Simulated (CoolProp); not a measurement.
500 sccm (0 °C, 1 atm) of nitrogen bubbles through liquid tetrahydrofuran at 275.9 K and leaves saturated at a total pressure of 0.0931 MPa (ideal gas phase). Each further row changes one setting.

The numbers come from the reference Helmholtz-energy equation of state, Fiedler 2023 in CoolProp.

```csv
case,vapour pressure (kPa),mole fraction of vapour,delivery (mg/min),delivery (sccm),change of delivery for a bath 1 K warmer (%)
as stated,7.41,___,___,___,5.9
bath temperature 280.9 K,9.60,___,___,___,___
total pressure 0.186 MPa,7.41,0.0399,66.8,20.8,___
```

Q: Some entries are withheld; supply them.

A: 
- as stated, mole fraction of vapour: 0.0796
- as stated, delivery (mg/min): 139
- as stated, delivery (sccm): 43.3
- bath temperature 280.9 K, mole fraction of vapour: 0.103
- bath temperature 280.9 K, delivery (mg/min): 185
- bath temperature 280.9 K, delivery (sccm): 57.5
- bath temperature 280.9 K, change of delivery for a bath 1 K warmer (%): 5.8
- total pressure 0.186 MPa, change of delivery for a bath 1 K warmer (%): 5.6
